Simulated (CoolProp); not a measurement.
Properties of isobutane along the isotherm 575 K.

Values from CoolProp's reference Helmholtz-energy equation of state, Bücker 2006.

| p (MPa) | phase | cp (kJ/(kg K)) | cv (kJ/(kg K)) | isothermal compressibility (1/MPa) | conductivity (mW/(m K)) | Prandtl number |
|---|---|---|---|---|---|---|
| 0.14 | gas | 2.850 | 2.704 | 7.172 | 55.7 | 0.708 |
| 0.279 | gas | 2.855 | 2.705 | 3.613 | 55.9 | 0.707 |
| 0.419 | gas | 2.859 | 2.706 | 2.415 | 56.1 | 0.707 |
| 0.558 | gas | 2.864 | 2.707 | 1.821 | 56.3 | 0.707 |
| 0.698 | gas | 2.868 | 2.708 | 1.462 | 56.5 | 0.708 |
| 0.837 | gas | 2.873 | 2.710 | 1.224 | 56.7 | 0.709 |
| 0.977 | gas | 2.878 | 2.711 | 1.053 | 56.9 | 0.709 |
| 1.12 | gas | 2.883 | 2.712 | 0.9220 | 57.1 | 0.711 |
| 1.26 | gas | 2.888 | 2.713 | 0.8228 | 57.2 | 0.712 |
| 1.4 | gas | 2.893 | 2.714 | 0.7435 | 57.4 | 0.713 |
| 1.54 | gas | 2.898 | 2.715 | 0.6786 | 57.6 | 0.715 |
| 1.67 | gas | 2.903 | 2.716 | 0.6281 | 57.8 | 0.717 |
| 1.81 | gas | 2.908 | 2.717 | 0.5818 | 57.9 | 0.719 |

Viscosity comes from a separate model (Vogel 2000). Thermal conductivity comes from a separate model (Perkins 2002).
